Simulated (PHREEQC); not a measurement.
A solution holds 41.5 mmol/kgw HNO3 and 1.2 mmol/kgw KH2PO4, at 25 °C. Closed to the air; pH follows from the charge balance.

Computed with PHREEQC (ion-association model, phreeqc.dat).

No solid was allowed to form.

Task: Estimate the pH, specific conductance.

Result: pH 1.46; specific conductance 15100 µS/cm.

Task: In which forms is P present?

Result: H3PO4 81 %, H2PO4- 19 % of the P.
